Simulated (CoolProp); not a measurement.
Vapour-liquid equilibrium of n-heptane (1) + toluene (2) at 5.43 bar; x and y are mole fractions of (1).

The numbers come from the multi-fluid Helmholtz-energy mixture model, Span 2003 and Lemmon 2006; pair parameters Bell 2016 in CoolProp.

```tsv
x	bubble temperature (K)	y at the bubble point	dew temperature at overall composition x (K)	liquid density (mol/L)
0.05	454.0	0.075	454.5	7.446
0.15	451.2	0.205	452.4	7.178
0.25	449.0	0.317	450.3	6.923
0.35	447.2	0.417	448.4	6.681
0.45	445.7	0.510	446.7	6.451
0.55	444.5	0.600	445.2	6.233
0.65	443.5	0.687	443.9	6.027
0.75	442.6	0.775	442.9	5.832
0.85	441.9	0.863	442.0	5.648
0.95	441.4	0.954	441.4	5.472
```

No azeotrope shows between x = 0.05 and 0.95.

Pair parameters are fitted to limited data, so mixtures are less certain than the pure fluids.
